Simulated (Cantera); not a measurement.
An adiabatic, constant-pressure homogeneous reactor starts with 12.5 % CO, 1.88 % H2, 18.0 % O2, 67.6 % N2, equivalence ratio 0.40, at 1300 K and 3.16 atm.

Cantera simulation using GRI-Mech 3.0 (53 species, 325 reactions); the numbers are that mechanism's predictions, not measurements. The hydrogen kinetics of GRI-Mech 3.0 are dated; newer H2 mechanisms differ, most at raised pressure.

### Question
Predict: time of steepest temperature rise; temperature at 2.00 s; equilibrium temperature; x(CO) at 2.00 s; x(H2) at 2.00 s; x(O2) at 2.00 s; x(NO2) at 2.00 s; x(O) at 2.00 s.

### Answer
```json
{
 "time_of_steepest_temperature_rise": "26.6 µs",
 "temperature at 2.00 s": "2329 K",
 "equilibrium_temperature": "2329 K",
 "x(CO) at 2.00 s": "0.00308 (gas-phase equilibrium 0.00308)",
 "x(H2) at 2.00 s": "7.80e-5 (gas-phase equilibrium 7.80e-5)",
 "x(O2) at 2.00 s": "0.111 (gas-phase equilibrium 0.111)",
 "x(NO2) at 2.00 s": "1.63e-5 (gas-phase equilibrium 1.63e-5)",
 "x(O) at 2.00 s": "0.00110 (gas-phase equilibrium 0.00110)"
}
```
